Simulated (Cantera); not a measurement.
Source: NASA polynomial tables (part measured, part estimated), evaluated in Cantera. Values are per mole of reaction as written; species without (g) are pure solids or liquids, kept so even where they would boil at 1 bar.

4 Li + O₂(g) = 2 Li₂O

```tsv
T (K)	ΔH° (kJ)	ΔS° (J/K)	ΔG° (kJ)	log10 K	condensed phases
300	-1197.4	-245.9	-1123.7	195.65	Li(s), Li₂O(s)
425	-1199.3	-251.2	-1092.6	134.28	Li(s), Li₂O(s)
500	?	?	?	?	Li(l), Li₂O(s)
575	-1213.0	-281.1	-1051.4	95.51	Li(l), Li₂O(s)
650	-1213.1	-281.3	-1030.3	82.79	Li(l), Li₂O(s)
725	-1212.8	-280.8	-1009.2	72.71	Li(l), Li₂O(s)
800	?	?	?	?	Li(l), Li₂O(s)
875	-1211.1	-278.8	-967.2	57.74	Li(l), Li₂O(s)
950	-1209.8	-277.3	-946.4	52.03	Li(l), Li₂O(s)
1025	?	?	?	?	Li(l), Li₂O(s)
```

### Question
Fill in the missing entries.

### Answer

- 500, ΔH° (kJ): -1212.4
- 500, ΔS° (J/K): -280.0
- 500, ΔG° (kJ): -1072.4
- 500, log10 K: 112.03
- 800, ΔH° (kJ): -1212.1
- 800, ΔS° (J/K): -280.0
- 800, ΔG° (kJ): -988.2
- 800, log10 K: 64.52
- 1025, ΔH° (kJ): -1207.5
- 1025, ΔS° (J/K): -275.8
- 1025, ΔG° (kJ): -924.8
- 1025, log10 K: 47.13
